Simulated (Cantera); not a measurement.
Feed: 1 mol B2O3, 3.6 mol SiCl4, 0.44 mol O2, 1.2 mol BCl3, held at 848.15 K and 0.0480 bar.

Method: chemical equilibrium by Gibbs-energy minimisation in Cantera with the NASA 1993 tables (ideal gas, pure condensed phases). Candidate condensed phases: B, B2O3, Si, SiO2; 27 gas species. Condensed phases not in the tables: borates and borosilicate glass, alloys, solid solutions and most ternary compounds. Kinetics and transport are ignored.

Q: What is the equilibrium state?

A: 
```json
{
  "x(SiCl4)": "0.522",
  "x(BCl3)": "0.274",
  "x(Cl2)": "0.164",
  "x(B3O3Cl3)": "0.0399",
  "x(Cl)": "4.97e-5",
  "n(B2O3(l))": "0.544 mol",
  "n(SiO2(β-quartz))": "0.803 mol",
  "gas_amount": "5.361 mol",
  "log10 activity of B(s) (absent)": "-20.91",
  "log10 activity of Si(s) (absent)": "-31.29"
}
```
